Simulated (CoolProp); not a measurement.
Vapour-liquid equilibrium of ethanol (1) + hexamethyldisiloxane (MM) (2) at 0.118 MPa; x and y are mole fractions of (1).

Computed with CoolProp (multi-fluid Helmholtz-energy mixture model, Schroeder 2014 and Thol 2016; pair parameters Bell 2016).

```tsv
x	bubble temperature, mixture model (°C)	bubble temperature, Raoult's law (°C)	y, mixture model	y, Raoult's law
0.05	[?]	103.6	0.268	0.107
0.2	[?]	98.2	0.535	0.357
0.35	[?]	94.0	0.612	0.539
0.5	[?]	90.6	0.652	0.681
0.65	79.7	87.7	[?]	0.796
0.8	[?]	85.2	0.762	0.892
0.95	81.3	83.0	0.917	0.975
```

Question: Fill in the missing entries.

Answer: 
- 0.05, bubble temperature, mixture model (°C): 96.1
- 0.2, bubble temperature, mixture model (°C): 84.6
- 0.35, bubble temperature, mixture model (°C): 81.4
- 0.5, bubble temperature, mixture model (°C): 80.2
- 0.65, y, mixture model: 0.692
- 0.8, bubble temperature, mixture model (°C): 79.8

The largest gap from Raoult's law is -13.6 K in bubble temperature, at x = 0.2. y crosses x between x = 0.65 and 0.8: the model has an azeotrope there.

The pair parameters rest on a limited set of measurements; away from them the model extrapolates.
